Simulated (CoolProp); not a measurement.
Vapour-liquid equilibrium of diethyl ether (1) + n-hexane (2) at 292 K; x and y are mole fractions of (1).

Model: multi-fluid Helmholtz-energy mixture model, Thol 2014 and Thol 2019; pair parameters Bell 2016, in CoolProp.

Give the bubble pressure and the first vapour's composition at x = 0.15, 0.75, 0.95. Is there an azeotrope?

x = 0.15: 0.2333 bar, y = 0.432; x = 0.75: 0.4679 bar, y = 0.903; x = 0.95: 0.5428 bar, y = 0.982. No azeotrope shows between x = 0.05 and 0.95.

The pair parameters rest on a limited set of measurements; away from them the model extrapolates.
